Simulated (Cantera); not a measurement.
Feed: 1 mol C2F6, 0.45 mol F2, 0.08 mol HCl, equilibrated at 2573 K.

These are equilibrium values from Cantera (NASA tables, ideal gas, pure condensed phases), not measurements of a reactor. Candidate condensed phases: C, C6H6, C7H8, C8H18; 118 gas species. The feed counts by its element totals alone. Gases not in the tables: C2F6 and larger saturated fluorocarbons. Kinetics and transport are ignored.

Problem. What share of the C ends up in condensed phases as a function of P (Pa), at 1, 5.20, 27, 140, 720, 3700, 19000, 100000?

Solution. 
| P (Pa) | C condensed (%) | as |
|---|---|---|
| 1 | 0.0 | - |
| 5.20 | 49.1 | C(graphite) |
| 27 | 75.0 | C(graphite) |
| 140 | 63.6 | C(graphite) |
| 720 | 23.3 | C(graphite) |
| 3700 | 0.0 | - |
| 19000 | 0.0 | - |
| 100000 | 0.0 | - |
